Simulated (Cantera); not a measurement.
# SiO2 + CH4 + H2 + CO (carbothermic reduction)

Feed: 1 mol SiO2, 0.46 mol CH4, 0.54 mol H2, 13 mol CO, held at 1273 K and 2.85 Torr.

These are equilibrium values from Cantera (NASA tables, ideal gas, pure condensed phases), not measurements of a reactor. Candidate condensed phases: C, C6H6, C7H8, C8H18, H2O, Si, SiC, SiO2; 123 gas species. The tables hold silica as quartz up to 1696 K and as liquid above; real silica turns to tridymite and cristobalite and melts near 1996 K. Rates play no part.

```json
{
 "x(CO)": "0.899",
 "x(H2)": "0.101",
 "x(CO2)": "2.21e-5",
 "x(SiO)": "4.67e-6",
 "x(H2O)": "4.10e-6",
 "x(H)": "3.68e-6",
 "n(C(graphite))": "0.460 mol",
 "n(SiO2(β-quartz))": "1.000 mol",
 "gas_amount": "14.46 mol",
 "log10 activity of Si(s) (absent)": "-4.68"
}
```
